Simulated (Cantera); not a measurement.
Feed: 1 mol Si2H6, 0.66 mol NO, 98 mol N2, equilibrated at 1727 °C and 165 Torr.

Equilibrium computed with Cantera from the NASA thermochemical tables; the gas is ideal and each condensed phase is pure. Candidate condensed phases: H2O, Si, SiO2, Si2N2O, Si3N4; 35 gas species. The feed counts by its element totals alone. The tables' values for SiN are old estimates; treat these amounts as uncertain. Rates play no part.

Q: What is the equilibrium state?

A: 
```json
{
 "x(N2)": "0.963",
 "x(H2)": "0.0294",
 "x(SiO)": "0.00652",
 "x(H)": "0.000594",
 "x(Si)": "0.000167",
 "x(Si2N)": "2.22e-5",
 "x(SiN)": "2.00e-5",
 "x(SiH)": "9.11e-6",
 "x(SiH2)": "2.63e-6",
 "n(Si3N4(s))": "0.438 mol",
 "gas_amount": "101.2 mol",
 "log10 activity of Si(l) (absent)": "-0.07"
}
```
